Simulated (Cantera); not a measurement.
Feed: 1 mol CuO, 11 mol F2, equilibrated at 22.0 Pa.

These are equilibrium values from Cantera (NASA tables, ideal gas, pure condensed phases), not measurements of a reactor. Candidate condensed phases: Cu, CuF2, CuO, Cu2O; 13 gas species. Equilibrium is a limit: real reactors are often held back by kinetics, nucleation or transport. All values below are at 1800 K.

Base state: F 0.932, CuF 0.0319, O2 0.0219, CuF2 0.0131, O 0.00121, Cu 1.66e-5 (mole fractions); condensed: gas only.

Task: What changes in the equilibrium state with this change: pressure from 22.0 Pa to 1.33 mbar?

Result: 
```csv
species,before,after
F,0.932,0.931
CuF2,0.0131,0.0327
O2,0.0219,0.0227
CuF,0.0319,0.0132
Cu,1.66e-5,1.13e-6
F2,2.74e-6,1.66e-5
```
